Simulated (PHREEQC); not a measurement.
Synthetic water in mmol/kgw, 75 °C, pH 6.28: Na 210; K 11.2; Ca 1.81; Mg 6.66; Cl 454; S(6) 3.91; Alkalinity (meq/kgw) 5.52; B 5.08; Si 1.24; Li 0.083.

Valence states are taken as typed.

All values are PHREEQC results (Pitzer model, pitzer.dat), not measurements.

```yaml
ionic_strength: 0.365 mol/kgw
activity_of_water: 0.989
specific_conductance: 80200 µS/cm
density: 0.988 g/cm³
osmotic_coefficient: 0.907
charge_balance_error: -32.5 %
```

```
species  molality  activity   log γ
-------  --------  --------  ------
Cl-         0.454     0.298  -0.182
Na+         0.210     0.147  -0.154
K+         0.0112   0.00746  -0.176
Mg+2      0.00666   0.00192  -0.539
HCO3-     0.00549   0.00362  -0.181
B(OH)3    0.00507   0.00527   0.017
SO4-2     0.00391  0.000461  -0.928
CO2       0.00380   0.00394   0.015
Ca+2      0.00181  0.000469  -0.587
H4SiO4    0.00124   0.00126   0.009
```

This is a speciation only: nothing precipitates in the calculation. Complexes and solids missing from the database can't appear. Constants without temperature data keep their 25 °C values here.
